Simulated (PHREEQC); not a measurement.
Dissolve 47 mmol/kgw CuSO4, 0.16 mmol/kgw ZnBr2 and 10 mmol/kgw HCl at 20 °C. Closed to the air; pH follows from the charge balance.

The numbers come from PHREEQC with the ion-association model, phreeqc.dat.

Precipitation was switched off in this run.

**Question.** What pH, density does the model give?

**Answer.** pH 2.34; density 1.006 g/cm³.

**Question.** In which forms is Zn present?

**Answer.** Zn+2 54 %, ZnSO4 37 %, Zn(SO4)2-2 7.8 % of the Zn.
